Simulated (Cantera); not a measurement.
## Thermodynamics of silicon oxide and oxynitride deposition, feed SiH₂Cl₂ + NO + N₂

Input: 1 mol SiH₂Cl₂, 0.31 mol NO, 57 mol N₂, at 1273.15 K.

Equilibrium computed with Cantera from the NASA thermochemical tables; the gas is ideal and each condensed phase is pure. Candidate condensed phases: H₂O, NH₄Cl, Si, SiO₂, Si₂N₂O, Si₃N₄; 47 gas species. Mutual solubility and eutectic melting of coexisting phases are not modelled. The tables' values for SiCl₃ are old estimates; treat these amounts as uncertain. Kinetics and transport are ignored.

| P (Pa) | x N₂ | x HCl | x H₂ | x SiCl₂ | x SiCl₄ | x SiCl₃ | n Si₂N₂O(s) | n Si₃N₄(s) |
|---|---|---|---|---|---|---|---|---|
| 5 | 0.966 | 0.0217 | 0.00613 | 0.00582 | 2.91e-5 | 0.000161 | 0.310 | 0.00883 |
| 17 | 0.966 | 0.0244 | 0.00480 | 0.00416 | 0.000114 | 0.000269 | 0.310 | 0.0377 |
| 59 | 0.966 | 0.0263 | 0.00388 | 0.00260 | 0.000355 | 0.000376 | 0.310 | 0.0614 |
| 210 | 0.967 | 0.0272 | 0.00347 | 0.00133 | 0.000771 | 0.000396 | 0.310 | 0.0778 |
| 710 | 0.967 | 0.0272 | 0.00345 | 0.000596 | 0.00118 | 0.000327 | 0.310 | 0.0855 |
| 2400 | 0.967 | 0.0269 | 0.00364 | 0.000245 | 0.00151 | 0.000238 | 0.310 | 0.0876 |
| 8400 | 0.968 | 0.0263 | 0.00393 | 9.38e-5 | 0.00179 | 0.000160 | 0.310 | 0.0865 |
| 29000 | 0.968 | 0.0256 | 0.00429 | 3.56e-5 | 0.00204 | 0.000105 | 0.310 | 0.0838 |
| 100000 | 0.968 | 0.0248 | 0.00469 | 1.34e-5 | 0.00228 | 6.83e-5 | 0.310 | 0.0803 |
x: gas mole fraction; n: condensed amount in mol.

From 5.00 Pa to 100000 Pa the condensed part is Si₂N₂O(s) + Si₃N₄(s). The main Si-bearing gas is SiCl₂ at 5.00 Pa and SiCl₄ at 100000 Pa. The share of Si in condensed phases is highest at 2400 Pa (88.3 %) and lowest at 5.00 Pa (64.6 %).
